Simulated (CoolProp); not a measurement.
CH3F (R41) along the isotherm 61.75 °C: density (kg/m³) from the reference equation and from simpler models built on Tc = 44.1 °C, pc = 5.906 MPa, ω = 0.200; each cubic takes its own stable root.

Model: reference Helmholtz-energy equation of state, Lemmon 2006, in CoolProp. It is a short technical equation, of lower accuracy than the large ones.

| p (MPa) | phase | reference |
|---|---|---|
| 1.85 | gas | 25.35 |
| 3.69 | gas | 58.51 |
| 5.54 | gas | 108.2 |
| 7.38 | supercritical | 209.8 |
| 9.23 | supercritical | 397.5 |
| 11.1 | supercritical | 471.3 |
| 12.9 | supercritical | 507.9 |
| 14.8 | supercritical | 534.4 |

**Question.** How far does each simpler model (ideal gas, van der Waals, Peng-Robinson) lie from the reference over these 8 states: mean and median of the absolute difference, and the worst?

**Answer.** 
- ideal gas: mean 50.8 %, median 61.6 %, worst -71.6 % at 61.75 °C and 9.23 MPa
- van der Waals: mean 18.1 %, median 16.5 %, worst -34.4 % at 61.75 °C and 14.8 MPa
- Peng-Robinson: mean 10.3 %, median 11.6 %, worst -19.3 % at 61.75 °C and 9.23 MPa
